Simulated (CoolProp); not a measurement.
Fluorine along the isobar 705 kPa: density (kg/m³) from the reference equation and from simpler models built on Tc = -128.7 °C, pc = 5240 kPa, ω = 0.045; each cubic takes its own stable root.

Model: reference Helmholtz-energy equation of state, de Reuck 1990, in CoolProp.

```csv
T (°C),phase,reference
-170.35,liquid,1368
-151.05,gas,28.67
-131.75,gas,23.96
-112.35,gas,20.70
-93.05,gas,18.29
-73.75,gas,16.41
-54.45,gas,14.90
-35.05,gas,13.64
-15.75,gas,12.59
3.55,gas,11.69
```

**Question.** How far does each simpler model (van der Waals, Redlich-Kwong, Soave-Redlich-Kwong, Peng-Robinson) lie from the reference over these 10 states: mean and median of the absolute difference, and the worst?

**Answer.** 
- van der Waals: mean 10.1 %, median 0.3 %, worst -97.5 % at -170.35 °C and 705 kPa
- Redlich-Kwong: mean 0.2 %, median 0.1 %, worst -0.9 % at -170.35 °C and 705 kPa
- Soave-Redlich-Kwong: mean 0.2 %, median 0.1 %, worst -1.2 % at -170.35 °C and 705 kPa
- Peng-Robinson: mean 1.6 %, median 0.5 %, worst +11.9 % at -170.35 °C and 705 kPa

At some of these states van der Waals gives the other phase, because its saturation line lies elsewhere.
